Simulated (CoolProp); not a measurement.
Properties of n-butane at several states.

Model: reference Helmholtz-energy equation of state, Bücker 2006, in CoolProp.

| T (K) | p (MPa) | phase | Joule-Thomson coefficient (K/MPa) | expansivity (1/kK) | viscosity (µPa s) | conductivity (mW/(m K)) | fugacity coefficient |
|---|---|---|---|---|---|---|---|
| 280.1 | 0.0111 | gas | 29.73 | 3.618 | 6.98 | 14.8 | 0.9961 |
| 461.6 | 0.243 | gas | (withheld) | 2.294 | 11.4 | 37.1 | 0.9839 |
| 299.1 | 12 | liquid | -0.3556 | (withheld) | 182 | 113 | 0.03110 |
| 279 | 0.0337 | gas | (withheld) | 3.736 | 6.94 | 14.7 | 0.9879 |
| 220.3 | 0.239 | liquid | -0.4866 | 1.483 | 373 | 140 | 0.03343 |

**Question.** Some entries are withheld; supply them.

**Answer.** 
- 461.6, Joule-Thomson coefficient (K/MPa): 6.487
- 299.1, expansivity (1/kK): 1.680
- 279, Joule-Thomson coefficient (K/MPa): 30.53

Viscosity comes from a separate model (Vogel 1999). Thermal conductivity comes from a separate model (Perkins 2002).
